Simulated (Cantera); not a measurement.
A perfectly stirred reactor is fed with 1.96 % CH₄, 0.0480 % O₂, 98.0 % N₂, at 15.0 bar; it is held at 1523 K, and followed from long to short residence time.

Detailed kinetics in Cantera: GRI-Mech 3.0 (53 species, 325 reactions). GRI-Mech 3.0 stops at C3 and has no aromatics, soot or wall deposition, so with more carbon than oxygen in the feed, carbon stays in small species such as C2H2 where larger ones or solid carbon would form. The pressure lies above the range GRI-Mech 3.0 was tuned for (to about 10 atm).

One state of this run: x CH₄ = 0.0156; x O₂ = 0.000153; x CH₃ = 1.75e-5; x NO = 1.41e-10; x C₂H₆ = 6.23e-5; x CH₂O = 1.64e-6. x: mole fraction; the columns are a selection and need not sum to one.

Problem. Which value of τ (s) does it belong to?
A. 0.0070
B. 0.0013
C. 0.016
D. 0.038

Solution. D, 0.038
